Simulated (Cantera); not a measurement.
What does this Cantera script print?

```python
import numpy as np
import cantera as ct

gas_names = [...]  # 118 gases of nasa_gas.yaml made of C, Cl, F, H
cond_names = """
    C(gr) C6H6(L) C7H8(L) C8H18(L),n-octa
""".split()


# ... load() reads the species with a 1 bar reference pressure and builds the phases ...
atoms = {
    'CH2F2': {'C': 1, 'H': 2, 'F': 2},
    'HCl': {'H': 1, 'CL': 1},
    'H2': {'H': 2},
}
top_T = {'C(gr)': 4500}  # K; cautious upper limits of use, not melting points


# ... equilibrate(T, P, feed) seeds the gas with the atoms and calls Mixture.equilibrate('TP', solver="vcs", rtol=1e-11, max_steps=5000) ...
results = []
feed = {'CH2F2': 1, 'HCl': 0.074, 'H2': 1.8}  # mol
P = 1333.22  # Pa
for T in [723, 923, 1123, 1323, 1523, 1723, 1923, 2123, 2323, 2523, 2723, 2923]:
    mix = equilibrate(T, P, feed)
    results.append((T, P, feed, dict(zip(mix.species_names, mix.species_moles))))

top = {s: max(r[3][s] / sum(r[3][g] for g in gas_names) for r in results) for s in gas_names}
cols = sorted((s for s in top if top[s] > 1e-05), key=lambda s: -top[s])[:8]
seen = [c for c in cond_names if any(r[3].get(c, 0) > 1e-12 for r in results)]
print("log10 of partial pressures in bar; condensed amounts in mol")
print(f"{'T/K':>10s}" + "".join(f"{s[:9]:>10s}" for s in cols + seen))
for T, P, feed, n in results:
    ng = sum(n[g] for g in gas_names)
    print(f"{T:10.4g}" + "".join(f"{np.log10(max(n[s] / ng * P / 1e5, 1e-99)):10.3f}" for s in cols)
          + "".join(f"{n.get(c, 0):10.4g}" for c in seen))
```

It prints:

```
log10 of partial pressures in bar; condensed amounts in mol
       T/K        HF        H2         H       HCL       CH4        C3        CL C2H2,acet     C(gr)
       723    -2.156    -2.229   -14.188    -3.588    -3.730   -49.057   -15.507   -15.691    0.9466
       923    -2.162    -2.209   -10.716    -3.594    -5.051   -35.912   -12.116   -12.133    0.9974
      1123    -2.162    -2.208    -8.475    -3.594    -5.949   -27.474    -9.912    -9.866    0.9997
      1323    -2.162    -2.208    -6.904    -3.594    -6.584   -21.609    -8.366    -8.291    0.9999
      1523    -2.162    -2.208    -5.740    -3.594    -7.054   -17.302    -7.222    -7.136    0.9999
      1723    -2.162    -2.209    -4.843    -3.595    -7.415   -14.010    -6.341    -6.252    0.9997
      1923    -2.163    -2.212    -4.132    -3.599    -7.703   -11.415    -5.643    -5.557    0.9984
      2123    -2.167    -2.223    -3.557    -3.613    -7.951    -9.320    -5.081    -5.004    0.9942
      2323    -2.176    -2.253    -3.090    -3.651    -8.196    -7.594    -4.631    -4.568    0.9836
      2523    -2.196    -2.323    -2.718    -3.736    -8.487    -6.150    -4.282    -4.248    0.9621
      2723    -2.231    -2.462    -2.439    -3.899    -8.889    -4.924    -4.035    -4.053    0.9171
      2923    -2.283    -2.701    -2.257    -4.170    -9.473    -3.872    -3.891    -4.007    0.7121
```

Equilibrium computed with Cantera from the NASA thermochemical tables; the gas is ideal and each condensed phase is pure.
